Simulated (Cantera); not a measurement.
Feed: 1 mol trisilylamine, 0.61 mol N2, 21 mol NH3, 0.028 mol Cl2, equilibrated at 0.110 bar.

Method: chemical equilibrium by Gibbs-energy minimisation in Cantera with the NASA 1993 tables (ideal gas, pure condensed phases). Candidate condensed phases: NH4Cl, Si, Si3N4; 28 gas species. The feed counts by its element totals alone. The tables' values for SiN are old estimates; treat these amounts as uncertain. Gases not in the tables: Si2H6 and higher silanes. Equilibrium is a limit: real reactors are often held back by kinetics, nucleation or transport.

x: gas mole fraction; n: condensed amount in mol.

```csv
T (K),x H2,x N2,x H,x HCl,x Si,x NH3,n Si3N4(s),n Si(l)
798,0.788,0.211,7.13e-12,0.00123,<1e-12,0.000108,1.00,0
898,0.788,0.211,?,0.00123,<1e-12,?,1.00,0
998,0.788,0.211,5.76e-9,0.00123,<1e-12,2.08e-5,1.00,0
1098,0.788,0.211,6.62e-8,0.00123,<1e-12,1.13e-5,1.00,0
1198,0.788,0.211,5.09e-7,0.00123,<1e-12,6.81e-6,1.00,0
1298,0.788,0.211,2.87e-6,0.00123,<1e-12,4.42e-6,1.00,0
1398,0.788,0.211,?,0.00123,?,?,1.00,0
1498,0.788,0.211,4.60e-5,0.00123,1.43e-9,2.20e-6,1.000,0
1598,0.788,0.211,0.000142,0.00123,4.57e-8,1.66e-6,1.000,0
1698,0.788,0.211,0.000387,0.00122,9.64e-7,1.29e-6,1.000,0
1798,0.787,0.210,0.000942,0.00122,1.44e-5,1.03e-6,0.999,0
1898,0.753,0.243,0.00205,0.00116,0.000112,8.53e-7,0,2.99
1998,0.751,0.243,0.00419,0.00115,0.000387,7.11e-7,0,2.97
```

**Question.** Some entries are withheld; supply them.

**Answer.** 
- 1398, x H: 1.27e-5
- 1398, x Si: 2.71e-11
- 1398, x NH3: 3.04e-6
- 898, x H: 2.93e-10
- 898, x NH3: 4.35e-5
